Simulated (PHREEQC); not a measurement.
A solution holds 0.0033 mol NiSO4, 5.8e-05 mol MgSO4 and 5.9e-05 mol NaF per kg of water, at 25 °C. Closed to the air; pH follows from the charge balance.

Equilibrium calculation in PHREEQC: ion-association model, wateq4f.dat.

| Item | Result |
|---|---|
| pH | 6.34 |
| ionic strength | 0.0110 mol/kgw |

```tsv
species	molality	activity	log γ
SO4-2	0.00274	0.00179	-0.183
Ni+2	0.00269	0.00175	-0.187
NiSO4	0.000610	0.000611	0.001
Na+	5.85e-5	5.26e-5	-0.046
F-	5.69e-5	5.09e-5	-0.048
Mg+2	4.53e-5	3.01e-5	-0.178
MgSO4	1.26e-5	1.26e-5	0.001
NiF+	1.98e-6	1.78e-6	-0.047
NiOH+	5.93e-7	5.33e-7	-0.047
NaSO4-	5.25e-7	4.73e-7	-0.045
H+	4.97e-7	4.53e-7	-0.041
MgF+	1.13e-7	1.01e-7	-0.046
```

No solid was allowed to form.
